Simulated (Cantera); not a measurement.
**Equilibrium for carbothermic reduction: PbO + CH4 + CO**

Charge: 1 mol PbO, 0.43 mol CH4, 0.015 mol CO, equilibrated at 1.60 bar.

Method: chemical equilibrium by Gibbs-energy minimisation in Cantera with the NASA 1993 tables (ideal gas, pure condensed phases). Candidate condensed phases: C, C6H6, C7H8, C8H18, H2O, Pb, PbO, PbO2, Pb3O4; 113 gas species. Gases not in the tables: (PbO)n polymers. Rates play no part.

| T (°C) | log p Pb | log p H2 | log p H2O | log p CO | log p CO2 | log p PbO | log p H | log p OH | n Pb(l) |
|---|---|---|---|---|---|---|---|---|---|
| 1027 | -2.58 | -0.26 | -0.29 | -0.45 | -0.72 | -6.69 | -6.09 | -8.00 | 0.998 |
| 1177 | -1.83 | -0.29 | -0.28 | -0.42 | -0.79 | -5.38 | -5.17 | -6.78 | 0.988 |
| 1327 | -1.22 | -0.32 | -0.27 | -0.42 | -0.85 | -4.32 | -4.42 | -5.79 | 0.949 |
| 1477 | -0.72 | -0.37 | -0.30 | -0.44 | -0.93 | -3.45 | -3.82 | -4.98 | 0.821 |
| 1627 | -0.29 | -0.49 | -0.41 | -0.54 | -1.08 | -2.73 | -3.34 | -4.35 | 0.386 |
| 1777 | -0.16 | -0.57 | -0.48 | -0.61 | -1.20 | -2.34 | -2.93 | -3.80 | 0 |
| 1927 | -0.17 | -0.57 | -0.48 | -0.60 | -1.23 | -2.13 | -2.54 | -3.30 | 0 |
| 2077 | -0.17 | -0.58 | -0.48 | -0.60 | -1.26 | -1.94 | -2.19 | -2.86 | 0 |
| 2227 | -0.17 | -0.58 | -0.49 | -0.59 | -1.29 | -1.79 | -1.89 | -2.48 | 0 |
log p: log10 of the partial pressure in bar; n: condensed amount in mol.

From 1027 °C to 1627 °C the condensed part is Pb(l). From 1777 °C to 2227 °C nothing is condensed.
